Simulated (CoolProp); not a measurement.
A single-stage vapour-compression cycle with R142b: evaporating at 241.15 K (dew point), condensing at 278.15 K (bubble point), superheat 8 K, subcooling 2 K, compressor efficiency 0.9, no pressure losses. Each further row changes one setting.

Model: reference Helmholtz-energy equation of state, Lemmon 2006, in CoolProp. It is a short technical equation, of lower accuracy than the large ones.

```
case                              cooling COP  pressure ratio  discharge temperature (K)  refrigerating effect (kJ/kg)  volumetric capacity (kJ/m³)
--------------------------------  -----------  --------------  -------------------------  ----------------------------  ---------------------------
as stated                                5.22            4.81                      300.7                           199                          355
evaporating temperature 246.15 K         6.27               ?                          ?                           202                          454
condensing temperature 273.15 K          6.14            4.00                          ?                           205                          366
subcooling 7 K                              ?            4.81                      300.7                           205                          366
superheat 18 K                           5.20            4.81                          ?                             ?                          354
compressor efficiency 0.8                4.64            4.81                      306.2                           199                          355
```

### Question
What belongs in the gaps?

### Answer

- evaporating temperature 246.15 K, pressure ratio: 3.76
- evaporating temperature 246.15 K, discharge temperature (K): 298.0
- condensing temperature 273.15 K, discharge temperature (K): 294.4
- subcooling 7 K, cooling COP: 5.38
- superheat 18 K, discharge temperature (K): 311.2
- superheat 18 K, refrigerating effect (kJ/kg): 207
